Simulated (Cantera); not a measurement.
Cantera with NASA thermochemical tables; ideal gases at 1 bar, condensed phases pure. Values are per mole of reaction as written; species without (g) are pure solids or liquids, kept so even where they would boil at 1 bar.

a) 2 Ti + O2(g) → 2 TiO(g)
b) V + O2(g) → VO2(g)
c) 2 B + O2(g) → B2O2(g)

### Question
Order these by ΔG° at 300 K, most negative first.

### Answer
c (-464 kJ), b (-242 kJ), a (49 kJ)
